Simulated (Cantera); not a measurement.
Cantera run:

```python
import numpy as np
import cantera as ct

gas_names = [...]  # 58 gases of nasa_gas.yaml made of F, H, N, O, Si
cond_names = """
    H2O(s) H2O(L) Si(cr) Si(L) SiO2(Lqz) SiO2(hqz) SiO2(L) Si2N2O(s) Si3N4(a)
""".split()


# ... load() reads the species with a 1 bar reference pressure and builds the phases ...
atoms = {
    'SiO2': {'Si': 1, 'O': 2},
    'NF3': {'N': 1, 'F': 3},
    'H2': {'H': 2},
}
top_T = {'Si2N2O(s)': 2100, 'Si3N4(a)': 2400}  # K; cautious upper limits of use, not melting points


# ... equilibrate(T, P, feed) seeds the gas with the atoms and calls Mixture.equilibrate('TP', solver="vcs", rtol=1e-11, max_steps=5000) ...
results = []
feed = {'SiO2': 1, 'NF3': 0.96, 'H2': 2}  # mol
P = 133.322  # Pa
for T in [1450, 1475, 1500, 1525, 1550, 1575, 1600, 1625, 1650, 1675, 1700, 1725, 1750, 1775]:
    mix = equilibrate(T, P, feed)
    results.append((T, P, feed, dict(zip(mix.species_names, mix.species_moles))))
    x = sorted(zip(gas.X, gas.species_names), reverse=True)
    print(f"T = {T:g} K  P = {P:g} Pa  gas = {mix.phase_moles(0):.4g} mol")
    print("   x: " + "  ".join(f"{s} {v:.3e}" for v, s in x if v > 1e-05))
    print("   condensed (mol): " + ("  ".join(f"{mix.phase(i).name} {mix.phase_moles(i):.4g}"
          for i in range(1, mix.n_phases) if mix.phase_moles(i) > 1e-12) or "none"))
```

Output:

```
T = 1450 K  P = 133.322 Pa  gas = 3.852 mol
   x: HF 6.770e-01  H2 1.453e-01  N2 1.246e-01  H2O 3.536e-02  SiF4 1.764e-02  H 9.873e-05  SiF3 4.410e-05
   condensed (mol): SiO2(hqz) 0.9319
T = 1475 K  P = 133.322 Pa  gas = 3.855 mol
   x: HF 6.795e-01  H2 1.452e-01  N2 1.245e-01  H2O 3.378e-02  SiF4 1.683e-02  H 1.353e-04  SiF3 5.950e-05
   condensed (mol): SiO2(hqz) 0.9349
T = 1500 K  P = 133.322 Pa  gas = 3.858 mol
   x: HF 6.819e-01  H2 1.450e-01  N2 1.244e-01  H2O 3.230e-02  SiF4 1.607e-02  H 1.836e-04  SiF3 7.944e-05
   condensed (mol): SiO2(hqz) 0.9377
T = 1525 K  P = 133.322 Pa  gas = 3.861 mol
   x: HF 6.842e-01  H2 1.449e-01  N2 1.243e-01  H2O 3.094e-02  SiF4 1.536e-02  H 2.466e-04  SiF3 1.050e-04  SiO 1.225e-05
   condensed (mol): SiO2(hqz) 0.9402
T = 1550 K  P = 133.322 Pa  gas = 3.864 mol
   x: HF 6.862e-01  H2 1.447e-01  N2 1.242e-01  H2O 2.968e-02  SiF4 1.469e-02  H 3.281e-04  SiF3 1.373e-04  SiO 2.536e-05
   condensed (mol): SiO2(hqz) 0.9426
T = 1575 K  P = 133.322 Pa  gas = 3.866 mol
   x: HF 6.881e-01  H2 1.445e-01  N2 1.241e-01  H2O 2.852e-02  SiF4 1.405e-02  H 4.326e-04  SiF3 1.779e-04  SiO 5.124e-05
   condensed (mol): SiO2(hqz) 0.9448
T = 1600 K  P = 133.322 Pa  gas = 3.869 mol
   x: HF 6.899e-01  H2 1.442e-01  N2 1.241e-01  H2O 2.745e-02  SiF4 1.344e-02  H 5.655e-04  SiF3 2.282e-04  SiO 1.011e-04
   condensed (mol): SiO2(hqz) 0.9467
T = 1625 K  P = 133.322 Pa  gas = 3.872 mol
   x: HF 6.916e-01  H2 1.439e-01  N2 1.240e-01  H2O 2.647e-02  SiF4 1.285e-02  H 7.330e-04  SiF3 2.896e-04  SiO 1.950e-04
   condensed (mol): SiO2(hqz) 0.9484
T = 1650 K  P = 133.322 Pa  gas = 3.875 mol
   x: HF 6.931e-01  H2 1.435e-01  N2 1.239e-01  H2O 2.560e-02  SiF4 1.225e-02  H 9.425e-04  SiO 3.676e-04  SiF3 3.634e-04
   condensed (mol): SiO2(hqz) 0.9497
T = 1675 K  P = 133.322 Pa  gas = 3.879 mol
   x: HF 6.946e-01  H2 1.429e-01  N2 1.237e-01  H2O 2.485e-02  SiF4 1.163e-02  H 1.202e-03  SiO 6.766e-04  SiF3 4.500e-04  OH 1.011e-05
   condensed (mol): SiO2(hqz) 0.9505
T = 1700 K  P = 133.322 Pa  gas = 3.884 mol
   x: HF 6.960e-01  H2 1.419e-01  N2 1.236e-01  H2O 2.423e-02  SiF4 1.095e-02  H 1.520e-03  SiO 1.213e-03  SiF3 5.478e-04  OH 1.341e-05  SiF2 1.144e-05
   condensed (mol): SiO2(L) 0.9506
T = 1725 K  P = 133.322 Pa  gas = 3.891 mol
   x: HF 6.975e-01  H2 1.405e-01  N2 1.234e-01  H2O 2.377e-02  SiF4 1.017e-02  SiO 2.105e-03  H 1.907e-03  SiF3 6.511e-04  OH 1.777e-05  SiF2 1.683e-05
   condensed (mol): SiO2(L) 0.9496
T = 1750 K  P = 133.322 Pa  gas = 3.901 mol
   x: HF 6.990e-01  H2 1.384e-01  N2 1.230e-01  H2O 2.358e-02  SiF4 9.257e-03  SiO 3.536e-03  H 2.370e-03  SiF3 7.511e-04  SiF2 2.381e-05  OH 2.367e-05
   condensed (mol): SiO2(L) 0.9471
T = 1775 K  P = 133.322 Pa  gas = 3.914 mol
   x: HF 7.004e-01  H2 1.355e-01  N2 1.226e-01  H2O 2.378e-02  SiF4 8.183e-03  SiO 5.713e-03  H 2.917e-03  SiF3 8.326e-04  SiF2 3.206e-05  OH 3.190e-05
   condensed (mol): SiO2(L) 0.9422
```

These are equilibrium values from Cantera (NASA tables, ideal gas, pure condensed phases), not measurements of a reactor. The tables' values for SiF3, SiF2 are old estimates; treat these amounts as uncertain. The tables hold silica as quartz up to 1696 K and as liquid above; real silica turns to tridymite and cristobalite and melts near 1996 K.
